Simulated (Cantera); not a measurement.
An adiabatic, constant-volume homogeneous reactor starts with CO : H₂ : O₂ : N₂ = 1 : 0.2 : 0.896 : 3.37 (molar parts), equivalence ratio 0.67, at 1273 K and 27000 Pa. Integrator tolerance rtol = 1e-08.

Detailed kinetics in Cantera: GRI-Mech 3.0 (53 species, 325 reactions).

| quantity | before | after |
|---|---|---|
| time of steepest temperature rise | 0.220 ms | 46.4 µs |
| temperature at 3.00 s | 2631 K | 2747 K |
| equilibrium temperature | 2631 K | 2747 K |
| x(CO) at 3.00 s | 0.0537 (gas-phase equilibrium 0.0537) | 0.0799 (gas-phase equilibrium 0.0799) |
| x(H₂) at 3.00 s | 0.00177 (gas-phase equilibrium 0.00177) | 0.00266 (gas-phase equilibrium 0.00266) |
| x(O₂) at 3.00 s | 0.0716 (gas-phase equilibrium 0.0716) | 0.0771 (gas-phase equilibrium 0.0771) |
| x(NO) at 3.00 s | 0.0153 (gas-phase equilibrium 0.0153) | 0.0187 (gas-phase equilibrium 0.0187) |
| x(CO₂) at 3.00 s | 0.144 (gas-phase equilibrium 0.144) | 0.113 (gas-phase equilibrium 0.113) |
| x(H₂O₂) at 3.00 s | 5.51e-8 (gas-phase equilibrium 5.51e-8) | 5.08e-8 (gas-phase equilibrium 5.08e-8) |

Q: What was changed between the two runs?
A) initial temperature 1273 to 1675 K
B) pressure from 27000 Pa to 1400000 Pa
C) initial temperature 1273 to 1823 K
D) constant pressure in place of constant volume

A: C, initial temperature 1273 to 1823 K
